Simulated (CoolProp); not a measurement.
Saturation properties of hydrogen chloride.

Computed with CoolProp (reference Helmholtz-energy equation of state, Thol 2018).

| T (K) | p (MPa) | liquid density (kg/m³) | vapour density (kg/m³) | liquid cp (kJ/(kg K)) |
|---|---|---|---|---|
| 251.8 | 1.418 | 1005 | 29.74 | 1.835 |
| 259.8 | 1.797 | 978.0 | 37.84 | 1.893 |
| 267.8 | 2.246 | 948.6 | 47.79 | 1.968 |
| 275.8 | 2.773 | 917.0 | 60.08 | 2.070 |
| 283.8 | 3.387 | 882.4 | 75.41 | 2.212 |
| 291.8 | 4.097 | 843.9 | 94.88 | 2.426 |
| 299.8 | 4.915 | 799.6 | 120.4 | 2.781 |
| 307.8 | 5.853 | 745.9 | 155.7 | 3.482 |
| 315.8 | 6.929 | 673.7 | 210.3 | 5.515 |

It boils at 188.2 K under 1 atm.
